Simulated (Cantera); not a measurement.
Charge: 1 mol C2H6, 0.54 mol NH3, 0.8 mol H2, at 101000 Pa.

These are equilibrium values from Cantera (NASA tables, ideal gas, pure condensed phases), not measurements of a reactor. Candidate condensed phases: C, C6H6, C7H8, C8H18; 92 gas species. Equilibrium is a limit: real reactors are often held back by kinetics, nucleation or transport. All values below are at 2102 °C.

Base state: H2 0.920, N2 0.0490, H 0.0134, HCN 0.0108, C2H2 (acetylene) 0.00571, HNC 0.00109, CH4 0.000159, CH3 4.30e-5 (mole fractions); condensed: C(graphite).

### Question
What changes in the equilibrium state with this change: NH3 from 0.54 to 0.014 mol?

### Answer
```csv
species,before,after
H2,0.920,0.977
H,0.0134,0.0138
C2H2 (acetylene),0.00571,0.00607
N2,0.0490,0.000958
HCN,0.0108,0.00156
HNC,0.00109,0.000157
CH4,0.000159,0.000180
CH3,4.30e-5,4.71e-5
C4H2,1.46e-5,1.55e-5
"C(graphite), mol",1.88,1.95
```
